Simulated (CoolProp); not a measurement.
Saturation properties of hexamethyldisiloxane (MM) (Tc = 518.7 K, pc = 19.31 bar, ω = 0.418).

Values from CoolProp's reference Helmholtz-energy equation of state, Thol 2016.

```tsv
T (K)	p (bar)	vapour density (kg/m³)	enthalpy of vaporisation (kJ/kg)	surface tension (mN/m)
393	1.719	9.408	182.1	7.54
400.7	2.086	11.37	177.6	6.96
408.4	2.511	13.65	173.0	6.39
416.1	2.998	16.30	168.2	5.83
423.8	3.555	19.36	163.1	5.28
431.5	4.186	22.91	157.8	4.74
439.2	4.899	27.03	152.1	4.21
446.9	5.700	31.80	146.2	3.70
454.6	6.598	37.37	139.8	3.20
462.3	7.600	43.88	133.0	2.72
470	8.715	51.58	125.6	2.26
477.7	9.955	60.79	117.4	1.82
485.4	11.33	71.98	108.3	1.39
493.1	12.86	85.97	97.90	0.999
```

It boils at 373.7 K under 1 atm.

Surface tension comes from a separate correlation (Mulero 2014), older than this fluid's equation and unchecked against measurements.
